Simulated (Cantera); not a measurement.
Charge: 1 mol BN, 16 mol HCl, held at 1723.15 K and 13.0 mbar.

Cantera equilibrium calculation (NASA polynomials, part measured and part estimated; ideal gas, pure solids and liquids). Candidate condensed phases: B, BN, NH4Cl; 21 gas species. The tables' values for BCl2, BCl are old estimates; treat these amounts as uncertain. Gases not in the tables: BHCl2. The numbers say what is thermodynamically allowed, not how fast it happens.

Base state: HCl 0.811, H2 0.0916, BCl3 0.0576, N2 0.0311, Cl 0.00332, BCl2 0.00305, BCl 0.00154, H 0.000485 (mole fractions); condensed: gas only.

Q: What changes in the equilibrium state with this change: temperature from 1723.15 K to 873.15 K?

A: 
```
species       before    after
----------  --------  -------
HCl            0.811    0.986
H2            0.0916  0.00695
BCl3          0.0576  0.00464
N2            0.0311  0.00232
BCl2         0.00305    <1e-9
BCl          0.00154    <1e-9
Cl           0.00332  4.83e-9
H           0.000485    <1e-9
BN(s), mol         0    0.926
```
